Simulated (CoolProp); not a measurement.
Saturation properties of cyclopropane (Tc = 125.5 °C, pc = 5.605 MPa, ω = 0.131).

Computed with CoolProp (reference Helmholtz-energy equation of state, Polt 1992). This equation is an older, rougher fit; its heat capacities, sound speeds and derivatives of the liquid may be far off and weren't checked against measurements.

```tsv
T (°C)	p (MPa)	liquid density (kg/m³)	vapour density (kg/m³)	enthalpy of vaporisation (kJ/kg)	surface tension (mN/m)
16.65	0.5744	631.8	11.30	415.4	12.3
22.55	0.6779	622.9	13.26	406.3	11.5
28.45	0.7944	613.7	15.48	397.2	10.6
34.35	0.9250	604.2	17.98	388.0	9.76
40.25	1.071	594.5	20.81	378.4	8.94
46.15	1.233	584.4	23.99	368.5	8.13
52.05	1.412	573.9	27.57	358.0	7.34
57.95	1.609	563.1	31.60	346.9	6.57
63.85	1.826	551.7	36.16	335.1	5.83
69.65	2.059	540.0	41.22	322.7	5.11
75.55	2.318	527.4	47.06	309.1	4.41
81.45	2.600	514.1	53.74	294.3	3.73
87.35	2.907	499.7	61.44	278.2	3.09
```

Surface tension comes from a separate correlation (Mulero 2014).
